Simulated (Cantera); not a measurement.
A closed system holds: 1 mol Si₂H₆, 0.99 mol O₂, equilibrated at 1900 °C and 57.0 Pa.

These are equilibrium values from Cantera (NASA tables, ideal gas, pure condensed phases), not measurements of a reactor. Candidate condensed phases: H₂O, Si, SiO₂; 18 gas species. The feed counts by its element totals alone. The numbers say what is thermodynamically allowed, not how fast it happens.

Base state: H₂ 0.487, SiO 0.368, H 0.141, Si 0.00369, SiH 2.87e-5 (mole fractions); condensed: gas only.

Problem. What changes in the equilibrium state with this change: temperature from 1900 °C to 500 °C?

Solution. 
```
species               before  after
-------------------  -------  -----
H₂                     0.487   1.00
SiO                    0.368  <1e-9
H                      0.141  <1e-9
Si                   0.00369  <1e-9
SiH                  2.87e-5  <1e-9
Si(s), mol                 0   1.01
SiO₂(α-quartz), mol        0  0.990
```

Problem. What changes in the equilibrium state with this change: temperature from 1900 °C to 777 °C?

Solution. 
```
species               before    after
-------------------  -------  -------
H₂                     0.487    1.000
SiO                    0.368  6.66e-6
H                      0.141  3.40e-7
Si                   0.00369    <1e-9
SiH                  2.87e-5    <1e-9
Si(s), mol                 0     1.01
SiO₂(β-quartz), mol        0    0.990
```
Mutual solubility and eutectic melting of coexisting phases are not modelled.

Problem. What changes in the equilibrium state with this change: pressure from 57.0 Pa to 8400 Pa?

Solution. 
```json
[
 {"species": "H₂", "before": "0.487", "after": "0.590"},
 {"species": "SiO", "before": "0.368", "after": "0.394"},
 {"species": "H", "before": "0.141", "after": "0.0128"},
 {"species": "SiH₂", "before": "9.51e-7", "after": "0.000154"},
 {"species": "Si₂", "before": "4.17e-7", "after": "5.06e-5"},
 {"species": "SiH", "before": "2.87e-5", "after": "0.000348"},
 {"species": "Si", "before": "0.00369", "after": "0.00335"}
]
```
Gases not in the tables: Si₂H₆ and higher silanes.
